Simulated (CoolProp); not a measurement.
Vapour-liquid equilibrium of propylene (1) + R22 (2) at 2.42 bar; x and y are mole fractions of (1).

Computed with CoolProp (multi-fluid Helmholtz-energy mixture model, Lemmon 2013 and Kamei 1995; pair parameters Bell 2016).

```
x     bubble temperature (K)  y at the bubble point  dew temperature at overall composition x (K)  liquid density (mol/L)
----  ----------------------  ---------------------  --------------------------------------------  ----------------------
0.05                   251.8                  0.081                                         252.2                   15.50
0.2                    249.6                  0.277                                         250.5                   15.22
0.35                   248.2                  0.427                                         248.9                   14.94
0.5                    247.2                  0.556                                         247.6                   14.67
0.65                   246.6                  0.676                                         246.7                   14.41
0.8                    246.4                  0.802                                         246.4                   14.17
0.95                   246.5                  0.945                                         246.5                   13.93
```

y crosses x between x = 0.8 and 0.95: the model has an azeotrope there.

The pair parameters rest on a limited set of measurements; away from them the model extrapolates.
